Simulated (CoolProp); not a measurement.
Computed with CoolProp (reference Helmholtz-energy equation of state, Lemmon 2009).

Question: For propane, give the phase and the Z, Joule-Thomson coefficient (K/MPa), viscosity (µPa s) at 290 K and 0.213 MPa.

Answer: 
- 290 K and 0.213 MPa: gas; Z 0.962, Joule-Thomson coefficient 19.1, viscosity 7.92

Viscosity comes from a separate model (Vogel 1998).
